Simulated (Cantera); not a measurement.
Input: 1 mol MgO, 0.4 mol CH₄, 2.9 mol CO, 0.52 mol C, at 1700 K and 0.000790 bar.

Equilibrium computed with Cantera from the NASA thermochemical tables; the gas is ideal and each condensed phase is pure. Candidate condensed phases: C, C₆H₆, C₇H₈, C₈H₁₈, H₂O, Mg, MgCO₃, MgO, Mg(OH)₂; 116 gas species. The tables' values for MgH are old estimates; treat these amounts as uncertain. Equilibrium is a limit: real reactors are often held back by kinetics, nucleation or transport.

Base state: CO 0.689, Mg 0.166, H₂ 0.143, H 0.00198, CO₂ 0.000146, H₂O 0.000104, MgH 2.21e-5 (mole fractions); condensed: MgO(s).

Task: What changes in the equilibrium state with this change: CH₄ from 0.4 to 2.3 mol?

Result: 
```csv
species,before,after
H₂,0.143,0.481
CO,0.689,0.410
Mg,0.166,0.105
C₂H₂ (acetylene),<1e-9,3.53e-5
CO₂,0.000146,1.87e-8
"MgO(s), mol",0.0786,0
"C(graphite), mol",0,1.82
```
